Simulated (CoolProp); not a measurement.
n-perfluoropentane along the isotherm 353.3 K: Z from the reference equation and from simpler models built on Tc = 421.0 K, pc = 2.063 MPa, ω = 0.436; each cubic takes its own stable root.

Model: reference Helmholtz-energy equation of state, Gao 2022, in CoolProp.

| p (MPa) | phase | reference |
|---|---|---|
| 0.0316 | gas | 0.9903 |
| 0.0534 | gas | 0.9835 |
| 0.0901 | gas | 0.9718 |
| 0.152 | gas | 0.9514 |
| 0.257 | gas | 0.9147 |
| 0.433 | gas | 0.8451 |
| 0.731 | liquid | 0.05121 |
| 1.23 | liquid | 0.08575 |
| 2.08 | liquid | 0.1439 |
| 3.51 | liquid | 0.2400 |
| 5.93 | liquid | 0.3989 |
| 10 | liquid | 0.6576 |

### Question
How far does each simpler model (van der Waals, Peng-Robinson) lie from the reference over these 12 states: mean and median of the absolute difference, and the worst?

### Answer
- van der Waals: mean 147.4 %, median 26.4 %, worst +1475.7 % at 353.3 K and 0.731 MPa
- Peng-Robinson: mean 2.2 %, median 1.4 %, worst -6.7 % at 353.3 K and 10 MPa

At some of these states van der Waals gives the other phase, because its saturation line lies elsewhere.
